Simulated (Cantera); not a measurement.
An adiabatic, constant-pressure homogeneous reactor starts with H2 : O2 : N2 = 1 : 0.227 : 0.855 (molar parts), equivalence ratio 2.2, at 1075 K and 435 Torr.

Computed with Cantera and the H2/O2 subset of GRI-Mech 3.0, which has no nitrogen chemistry.

Question: Predict: time of steepest temperature rise; temperature at 0.300 s; equilibrium temperature; x(H2) at 0.300 s; x(O2) at 0.300 s; x(O) at 0.300 s; x(HO2) at 0.300 s; x(H2O2) at 0.300 s; x(H2O) at 0.300 s.

Answer: 
```
Quantity                                                              Result
---------------------------------  -----------------------------------------
time of steepest temperature rise                                   0.200 ms
temperature at 0.300 s                                                2519 K
equilibrium temperature                                               2519 K
x(H2) at 0.300 s                         0.283 (gas-phase equilibrium 0.283)
x(O2) at 0.300 s                     5.22e-5 (gas-phase equilibrium 5.22e-5)
x(O) at 0.300 s                    0.000151 (gas-phase equilibrium 0.000151)
x(HO2) at 0.300 s                    4.00e-8 (gas-phase equilibrium 4.00e-8)
x(H2O2) at 0.300 s                   9.61e-9 (gas-phase equilibrium 9.61e-9)
x(H2O) at 0.300 s                        0.238 (gas-phase equilibrium 0.238)
```
